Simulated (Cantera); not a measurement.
# Thermodynamics of iron carbonyl, mercury and lead vapours, feed HgO + O2 + N2

Input: 1 mol HgO, 0.37 mol O2, 0.17 mol N2, at 1077 °C and 29.0 Pa.

Method: chemical equilibrium by Gibbs-energy minimisation in Cantera with the NASA 1993 tables (ideal gas, pure condensed phases). Candidate condensed phases: Hg, HgO; 10 gas species. The numbers say what is thermodynamically allowed, not how fast it happens.

- x(Hg): 0.490
- x(O2): 0.426
- x(N2): 0.0832
- x(NO): 0.000251
- x(O): 1.62e-5
- gas amount: 2.040 mol
- log10 activity of Hg(l) (absent): -6.38
